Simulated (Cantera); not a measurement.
A closed system holds: 1 mol Nb, 8.3 mol N₂O, equilibrated at 2175 K and 1.00 bar.

Cantera equilibrium calculation (NASA polynomials, part measured and part estimated; ideal gas, pure solids and liquids). Candidate condensed phases: Nb, NbO, NbO₂, Nb₂O₅; 12 gas species. Condensed phases not in the tables: the oxides between NbO₂ and Nb₂O₅. Equilibrium is a limit: real reactors are often held back by kinetics, nucleation or transport.

Base state: N₂ 0.734, O₂ 0.252, NO 0.0126, O 0.00116, NO₂ 1.83e-5 (mole fractions); condensed: Nb₂O₅(l).

Q: What changes in the equilibrium state with this change: pressure from 1.00 bar to 0.133 bar?

A: 
```tsv
species	before	after
N₂	0.734	0.734
O₂	0.252	0.251
NO	0.0126	0.0126
O	0.00116	0.00316
NbO₂	1.00e-6	1.25e-5
NO₂	1.83e-5	6.65e-6
Nb₂O₅(l), mol	0.500	0.500
```
